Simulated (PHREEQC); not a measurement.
Dissolve 0.017 mol/kgw MgBr2 at 25 °C. Closed to the air; pH follows from the charge balance.

Equilibrium calculation in PHREEQC: ion-association model, phreeqc.dat.

Each row changes one thing in this solution. Precipitation was switched off in this run.

| case | pH | MgOH+ (mol/kgw) |
|---|---|---|
| as made | 6.69 | 1.76e-7 |
| temperature from 25 to 15 °C | 6.89 | … |
| 0.00091 mol/kgw H2SO4 added | 2.82 | 2.28e-11 |
| MgBr2 from 0.017 to 0.034 mol/kgw | 6.60 | 2.50e-7 |
| MgBr2 from 0.017 to 0.0187 mol/kgw | 6.68 | … |
| temperature from 25 to 45 °C | 6.35 | … |
| temperature from 25 to 65 °C | 6.04 | 9.05e-7 |
| diluted 10-fold with water | 6.92 | … |

### Question
Complete the blanks.

### Answer

- temperature from 25 to 15 °C, MgOH+ (mol/kgw): 1.09e-7
- MgBr2 from 0.017 to 0.0187 mol/kgw, MgOH+ (mol/kgw): 1.85e-7
- temperature from 25 to 45 °C, MgOH+ (mol/kgw): 4.20e-7
- diluted 10-fold with water, MgOH+ (mol/kgw): 4.06e-8

Complexes and solids missing from the database can't appear. Away from 25 °C the constants follow the database's enthalpies or fits; those with neither stay at their 25 °C values.
